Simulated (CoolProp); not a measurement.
n-hexane at 298.15 K and 3.01 MPa is throttled through a valve to 1.57 MPa with no heat exchange. Each further row changes one setting.

Computed with CoolProp (reference Helmholtz-energy equation of state, Thol 2019).

```json
[
 {"case": "as stated", "temperature change (K)": "…", "final density (kg/m³)": "656"},
 {"case": "outlet pressure 0.471 MPa", "temperature change (K)": "…", "final density (kg/m³)": "654"},
 {"case": "outlet pressure 2.04 MPa", "temperature change (K)": "…", "final density (kg/m³)": "…"}
]
```

Q: Fill in the missing entries.

A: 
- as stated, temperature change (K): +0.6
- outlet pressure 0.471 MPa, temperature change (K): +1.0
- outlet pressure 2.04 MPa, temperature change (K): +0.4
- outlet pressure 2.04 MPa, final density (kg/m³): 657
